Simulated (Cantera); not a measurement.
An adiabatic, constant-volume homogeneous reactor starts with CH4 : H2 : O2 : N2 = 1 : 0.27 : 3.88 : 24.5 (molar parts), equivalence ratio 0.55, at 1573 K and 4.93 atm. Integrator tolerance rtol = 1e-08.

Detailed kinetics in Cantera: GRI-Mech 3.0 (53 species, 325 reactions).

```
quantity                                                              before                                      after
---------------------------------  -----------------------------------------  -----------------------------------------
time of steepest temperature rise                                    85.9 µs                                   0.674 ms
temperature at 0.200 s                                                2474 K                                     2265 K
equilibrium temperature                                               2474 K                                     2265 K
x(CH4) at 0.200 s                      <1e-12 (gas-phase equilibrium <1e-12)      <1e-12 (gas-phase equilibrium <1e-12)
x(H2) at 0.200 s                   0.000603 (gas-phase equilibrium 0.000603)  0.000186 (gas-phase equilibrium 0.000186)
x(O2) at 0.200 s                       0.0527 (gas-phase equilibrium 0.0527)      0.0548 (gas-phase equilibrium 0.0548)
x(CH2O) at 0.200 s                 3.06e-12 (gas-phase equilibrium 3.06e-12)      <1e-12 (gas-phase equilibrium <1e-12)
x(NO) at 0.200 s                       0.0113 (gas-phase equilibrium 0.0113)    0.00762 (gas-phase equilibrium 0.00764)
```

Problem. Which change was made?
A. pressure from 4.93 atm to 0.266 atm
B. constant pressure in place of constant volume
C. initial temperature 1573 to 1300 K
D. pressure from 4.93 atm to 8.59 atm

Solution. C, initial temperature 1573 to 1300 K
